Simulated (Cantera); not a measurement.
A closed system holds: 1 mol Cr, 0.01 mol H₂O, 43 mol N₂, equilibrated at 0.0450 bar.

Method: chemical equilibrium by Gibbs-energy minimisation in Cantera with the NASA 1993 tables (ideal gas, pure condensed phases). Candidate condensed phases: Cr, CrN, Cr₂N, Cr₂O₃, H₂O; 29 gas species. Mutual solubility and eutectic melting of coexisting phases are not modelled. Equilibrium is a limit: real reactors are often held back by kinetics, nucleation or transport.

Problem. Which condensed phases are stable at each of these points (T (°C)): 1377, 1427, 1477, 1527, 1577, 1627, 1677, 1727?

Solution. 
```json
[
 {"T (°C)": "1377", "condensed phases": "Cr(s) + Cr₂O₃(s)", "Cr condensed (%)": "99.1"},
 {"T (°C)": "1427", "condensed phases": "Cr(s) + Cr₂O₃(s)", "Cr condensed (%)": "98.0"},
 {"T (°C)": "1477", "condensed phases": "Cr(s) + Cr₂O₃(s)", "Cr condensed (%)": "95.7"},
 {"T (°C)": "1527", "condensed phases": "Cr(s) + Cr₂O₃(s)", "Cr condensed (%)": "91.1"},
 {"T (°C)": "1577", "condensed phases": "Cr(s) + Cr₂O₃(s)", "Cr condensed (%)": "82.3"},
 {"T (°C)": "1627", "condensed phases": "Cr(s) + Cr₂O₃(s)", "Cr condensed (%)": "66.1"},
 {"T (°C)": "1677", "condensed phases": "Cr(s) + Cr₂O₃(s)", "Cr condensed (%)": "37.2"},
 {"T (°C)": "1727", "condensed phases": "gas only", "Cr condensed (%)": "0.0"}
]
```

From 1377 °C to 1677 °C the condensed part is Cr(s) + Cr₂O₃(s). At 1727 °C nothing is condensed.
